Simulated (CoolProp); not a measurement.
Vapour-liquid equilibrium of cyclohexane (1) + n-nonane (2) at 461.2 K; x and y are mole fractions of (1).

The numbers come from the multi-fluid Helmholtz-energy mixture model, Zhou 2014 and Lemmon 2006; pair parameters Bell 2016 in CoolProp.

Problem. Give the bubble pressure and the first vapour's composition at x = 0.15, 0.25, 0.85. Is there an azeotrope?

Solution. x = 0.15: 0.3606 MPa, y = 0.385; x = 0.25: 0.4352 MPa, y = 0.535; x = 0.85: 0.9544 MPa, y = 0.950. No azeotrope shows between x = 0.05 and 0.95.

The pair parameters rest on a limited set of measurements; away from them the model extrapolates.
